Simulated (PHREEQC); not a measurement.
1.6 g of hydrous ferric oxide (600 m²/g; 0.2 weak and 0.005 strong sites per Fe, Dzombak-Morel constants, diffuse double layer) in 1 kg of water with 0.01 mol/kgw of an inert sodium salt, at 25 °C; the pH is set by adding NaOH or the inert anion's acid. O2 is buffered at 0.21 atm. CO2 from the air is kept out. No solid was allowed to form.

Equilibrium calculation in PHREEQC: ion-association model, wateq4f.dat.

| pH | surface charge σ (C/m²) | surface potential ψ (mV) |
|---|---|---|
| 3 | 0.329 | 201 |
| 3.67 | 0.261 | 191 |
| 4.33 | 0.182 | 174 |
| 5 | 0.115 | 152 |
| 5.67 | 0.067 | 125 |
| 6.33 | 0.036 | 95 |
| 7 | 0.017 | 61 |
| 7.67 | 0.006 | 24 |
| 8.33 | -0.003 | -12 |
| 9 | -0.013 | -49 |
| 9.67 | -0.029 | -84 |
| 10.33 | -0.056 | -115 |
| 11 | -0.101 | -142 |

The oxide is taken as insoluble; below pH 4 it would dissolve.
